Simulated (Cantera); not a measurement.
# Premixed flame

A freely propagating, adiabatic, planar premixed flame of CO : H2 : CH4 : O2 : N2 = 1 : 0.1 : 0.03 : 0.803 : 3.02 (molar parts), equivalence ratio 0.76, unburnt at 300 K and 0.987 atm; mixture-averaged transport, grid criteria slope 0.08 and curve 0.16, no radiation.

Detailed kinetics in Cantera: GRI-Mech 3.0 (53 species, 325 reactions). Burning velocities carry a grid error of a few per cent, more on coarse grids.

```json
[
 {"z (mm)": "-2.00", "T (K)": "300", "u (m/s)": "0.377", "x CO": "0.202", "x H2": "0.0201", "x CH4": "0.00606", "x C2H4": "<1e-8", "x CH2CO": "<1e-8", "x H": "<1e-8"},
 {"z (mm)": "-1.33", "T (K)": "300", "u (m/s)": "0.377", "x CO": "0.202", "x H2": "0.0199", "x CH4": "0.00606", "x C2H4": "<1e-8", "x CH2CO": "<1e-8", "x H": "<1e-8"},
 {"z (mm)": "-1.00", "T (K)": "300", "u (m/s)": "0.377", "x CO": "0.202", "x H2": "0.0195", "x CH4": "0.00606", "x C2H4": "<1e-8", "x CH2CO": "<1e-8", "x H": "<1e-8"},
 {"z (mm)": "-0.667", "T (K)": "303", "u (m/s)": "0.380", "x CO": "0.202", "x H2": "0.0183", "x CH4": "0.00606", "x C2H4": "<1e-8", "x CH2CO": "<1e-8", "x H": "<1e-8"},
 {"z (mm)": "-0.334", "T (K)": "384", "u (m/s)": "0.480", "x CO": "0.199", "x H2": "0.0140", "x CH4": "0.00572", "x C2H4": "<1e-8", "x CH2CO": "1.92e-8", "x H": "2.49e-8"},
 {"z (mm)": "-0.167", "T (K)": "718", "u (m/s)": "0.889", "x CO": "0.181", "x H2": "0.00988", "x CH4": "0.00407", "x C2H4": "6.32e-8", "x CH2CO": "2.76e-7", "x H": "0.000215"},
 {"z (mm)": "0", "T (K)": "1157", "u (m/s)": "1.41", "x CO": "0.142", "x H2": "0.00531", "x CH4": "0.000968", "x C2H4": "4.10e-8", "x CH2CO": "1.74e-7", "x H": "0.00244"},
 {"z (mm)": "0.167", "T (K)": "1432", "u (m/s)": "1.70", "x CO": "0.0993", "x H2": "0.00224", "x CH4": "2.27e-5", "x C2H4": "<1e-8", "x CH2CO": "<1e-8", "x H": "0.00475"},
 {"z (mm)": "0.334", "T (K)": "1590", "u (m/s)": "1.86", "x CO": "0.0710", "x H2": "0.00170", "x CH4": "1.40e-7", "x C2H4": "<1e-8", "x CH2CO": "<1e-8", "x H": "0.00536"},
 {"z (mm)": "0.667", "T (K)": "1757", "u (m/s)": "2.03", "x CO": "0.0484", "x H2": "0.00164", "x CH4": "<1e-8", "x C2H4": "<1e-8", "x CH2CO": "<1e-8", "x H": "0.00426"},
 {"z (mm)": "1.33", "T (K)": "1900", "u (m/s)": "2.18", "x CO": "0.0364", "x H2": "0.00127", "x CH4": "<1e-8", "x C2H4": "<1e-8", "x CH2CO": "<1e-8", "x H": "0.00224"},
 {"z (mm)": "2.67", "T (K)": "2009", "u (m/s)": "2.28", "x CO": "0.0263", "x H2": "0.000853", "x CH4": "<1e-8", "x C2H4": "<1e-8", "x CH2CO": "<1e-8", "x H": "0.00103"},
 {"z (mm)": "5.34", "T (K)": "2089", "u (m/s)": "2.36", "x CO": "0.0176", "x H2": "0.000537", "x CH4": "<1e-8", "x C2H4": "<1e-8", "x CH2CO": "<1e-8", "x H": "0.000451"}
]
```
x: mole fraction of selected species; z is measured from the peak of heat release.

```json
{
  "laminar_burning_velocity": "37.7 cm/s",
  "thermal_thickness": "0.667 mm",
  "peak x(C2H4)": "8.60e-8",
  "peak x(CH2CO)": "3.39e-7",
  "peak x(H)": "0.00537",
  "grid_points": "137"
}
```
